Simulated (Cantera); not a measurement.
Input (Python, Cantera):

```python
import numpy as np
import cantera as ct

surf = ct.Interface("diamond.yaml", "diamond_100")
gas, bulk = surf.adjacent["gas"], surf.adjacent["diamond"]
k = surf.kinetics_species_index(bulk.species_names[0])
cover = ["c6HH", "c6H*", "c6*H", "c6**", "c6HM", "c6B"]

rows, drift = [], 0.0
print(f"{'P':>10s}{'um/h':>11s}" + "".join(f"{s:>11s}" for s in cover))
for v in [570, 1100, 2000, 3800, 7100, 13000, 25000, 47000]:
    T, P, xH, xCH3 = 1400, v, 0.0015, 0.00033
    gas.TPX = T, P, {"H": xH, "CH3": xCH3, "CH4": 0.0039, "H2": 1 - xH - xCH3 - 0.0039}
    surf.TP = bulk.TP = T, P
    surf.coverages = "c6H*:0.1, c6HH:0.9"
    surf.advance_coverages(100.0)
    before = surf.coverages
    surf.advance_coverages(100.0)
    drift = max(drift, np.max(np.abs(surf.coverages - before) / (surf.coverages + 1e-9)))
    rate = surf.net_production_rates[k] * bulk.mean_molecular_weight / bulk.density * 3.6e9
    rows.append([rate, *surf[cover].coverages])
    print(f"{v:10.4g}{rate:11.4e}" + "".join(f"{x:11.3e}" for x in rows[-1][1:]))
```

Result:

```
         P       um/h       c6HH       c6H*       c6*H       c6**       c6HM        c6B
       570 3.2880e-02  3.810e-01  5.697e-02  5.214e-01  4.022e-02  8.993e-06  8.922e-11
      1100 1.1080e-01  3.819e-01  5.688e-02  5.207e-01  3.999e-02  1.798e-05  3.007e-10
      2000 3.1643e-01  3.822e-01  5.683e-02  5.202e-01  3.978e-02  3.420e-05  8.586e-10
      3800 9.0220e-01  3.824e-01  5.679e-02  5.198e-01  3.954e-02  6.883e-05  2.448e-09
      7100 2.2947e+00  3.825e-01  5.677e-02  5.194e-01  3.931e-02  1.358e-04  6.227e-09
   1.3e+04 5.2751e+00  3.824e-01  5.674e-02  5.191e-01  3.912e-02  2.589e-04  1.431e-08
   2.5e+04 1.2374e+01  3.823e-01  5.673e-02  5.186e-01  3.896e-02  5.103e-04  3.358e-08
   4.7e+04 2.7983e+01  3.820e-01  5.673e-02  5.179e-01  3.885e-02  9.615e-04  7.593e-08
```

Model: the Harris–Goodwin 1993 mechanism for the reconstructed diamond (100) surface, integrated in Cantera.
